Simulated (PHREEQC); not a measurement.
# Nickel, zinc or cadmium bath: an equilibrium model

Consider water at 45 °C with 0.13 mol CdSO4, 3.5e-05 mol KCl and 0.0018 mol MnSO4 per kg of water. It is in equilibrium with CO2 at log p = -2 (atm). Otherwise closed; pH follows from the charge balance.

All values are PHREEQC results (ion-association model, phreeqc.dat), not measurements.

Precipitation was switched off in this run.

Question: What pH, ionic strength does the model give?

Answer: pH 5.07; ionic strength 0.235 mol/kgw.

Question: In which forms is Mn present?

Answer: Mn+2 57 %, MnSO4 43 % of the Mn.

Examples of supersaturated solids here: Otavite. Others may be too. Constants without temperature data keep their 25 °C values here.
